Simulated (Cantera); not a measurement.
Input: 1 mol SiO2, 0.65 mol MgCl2, 1.7 mol O2, held at 13.3 mbar.

Method: chemical equilibrium by Gibbs-energy minimisation in Cantera with the NASA 1993 tables (ideal gas, pure condensed phases). Candidate condensed phases: Mg, MgCl2, MgO, MgSiO3, Mg2SiO4, Si, SiO2; 20 gas species. Mutual solubility and eutectic melting of coexisting phases are not modelled. The tables hold silica as quartz up to 1696 K and as liquid above; real silica turns to tridymite and cristobalite and melts near 1996 K. Condensed phases not in the tables: alloys, solid solutions and most ternary compounds. Kinetics and transport are ignored.

x: gas mole fraction; n: condensed amount in mol.

```tsv
T (K)	x O2	x Cl2	x Cl	x MgCl2	x ClO	x O	x SiCl4	n MgSiO3(s)	n SiO2(α-quartz)	n SiO2(β-quartz)
723	0.679	0.321	6.36e-6	3.63e-11	1.04e-7	<1e-12	<1e-12	0.650	0.350	0
823	0.679	0.321	7.71e-5	5.10e-9	8.13e-7	___	<1e-12	0.650	0.350	0
923	0.679	0.321	0.000548	2.46e-7	4.06e-6	___	<1e-12	0.650	0	0.350
1023	0.678	0.319	0.00266	5.45e-6	1.48e-5	___	1.13e-11	0.650	0	0.350
1123	0.676	0.314	0.00973	6.81e-5	4.26e-5	___	1.44e-10	0.650	0	0.350
1223	0.669	0.302	0.0284	0.000545	0.000101	___	1.14e-9	0.649	0	0.351
1323	0.656	0.272	0.0686	0.00296	0.000203	___	5.86e-9	0.644	0	0.356
1423	0.634	0.218	0.137	0.0110	0.000343	___	1.85e-8	0.626	0	0.374
1523	0.608	0.142	0.222	0.0276	0.000478	___	3.18e-8	0.586	0	0.414
1623	0.586	0.0731	0.294	0.0459	0.000553	___	2.85e-8	0.538	0	0.462
```

Task: Fill in the missing entries.

Result: 
- 823, x O: 1.64e-12
- 923, x O: 8.90e-11
- 1023, x O: 2.22e-9
- 1123, x O: 3.13e-8
- 1223, x O: 2.86e-7
- 1323, x O: 1.87e-6
- 1423, x O: 9.29e-6
- 1523, x O: 3.72e-5
- 1623, x O: 0.000126
